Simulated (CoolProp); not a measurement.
A simple Rankine cycle with c-C4F8 (RC318): condensing at 295.15 K, boiler at 1.4 MPa, turbine inlet 357 K, turbine efficiency 0.6, pump efficiency 0.7, no recuperator. Each further row changes one setting.

Computed with CoolProp (reference Helmholtz-energy equation of state, Platzer 1990). This equation is an older, rougher fit; its heat capacities, sound speeds and derivatives of the liquid may be far off and weren't checked against measurements.

```
case                             thermal efficiency (%)  net work (kJ/kg)  heat in (kJ/kg)  turbine exit temperature (K)  volume ratio over the turbine
-------------------------------  ----------------------  ----------------  ---------------  ----------------------------  -----------------------------
as stated                                           7.1              10.2              143                         328.2                           6.08
turbine inlet 377 K                                 7.0              11.5              164                         351.2                           5.63
condensing temperature 287.15 K                     8.0              12.2              152                         325.0                           8.00
boiler pressure 0.98 MPa                            5.8              8.76              150                         337.9                           3.78
turbine efficiency 0.5                              5.8              8.35              143                         330.4                           6.13
```
